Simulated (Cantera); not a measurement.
**Pyrogenic steam for wet oxidation**

An isothermal, constant-pressure homogeneous reactor starts with H2 : O2 : N2 = 1.5 : 1 : 0.52 (molar parts), equivalence ratio 0.75, at 800 K and 28000 Pa.

Detailed kinetics in Cantera: the H2/O2 subset of GRI-Mech 3.0, which has no nitrogen chemistry. Below about 950 K walls govern HO2 and H2O2 in real vessels. The temperature is held fixed by assumption; the heat of reaction is taken as removed at once.

| t (s) | x H2 | x O2 | x O | x H2O2 | x HO2 | x OH |
|---|---|---|---|---|---|---|
| 2.00e-6 | 0.497 | 0.331 | <1e-12 | <1e-12 | <1e-12 | <1e-12 |
| 1.78e-5 | 0.497 | 0.331 | <1e-12 | <1e-12 | <1e-12 | <1e-12 |
| 0.000159 | 0.497 | 0.331 | <1e-12 | <1e-12 | 1.26e-11 | <1e-12 |
| 0.00142 | 0.497 | 0.331 | <1e-12 | <1e-12 | 1.35e-10 | <1e-12 |
| 0.0126 | 0.497 | 0.331 | <1e-12 | 4.13e-11 | 1.26e-9 | <1e-12 |
| 0.113 | 0.497 | 0.331 | <1e-12 | 3.77e-9 | 1.39e-8 | <1e-12 |
| 1.01 | 0.497 | 0.331 | 1.49e-11 | 1.42e-6 | 7.18e-7 | 3.00e-12 |
| 8.97 | 0.496 | 0.331 | 4.31e-10 | 0.000271 | 6.02e-6 | 1.63e-10 |
| 80.0 | 0.428 | 0.300 | 1.29e-9 | 0.00178 | 1.38e-5 | 1.09e-9 |
x: mole fraction; the columns are a selection and need not sum to one.

Equilibrium at this temperature and pressure: H2 <1e-12, O2 0.110, O <1e-12, H2O2 1.35e-11, HO2 1.97e-11, OH 2.63e-9 (gas phase only).
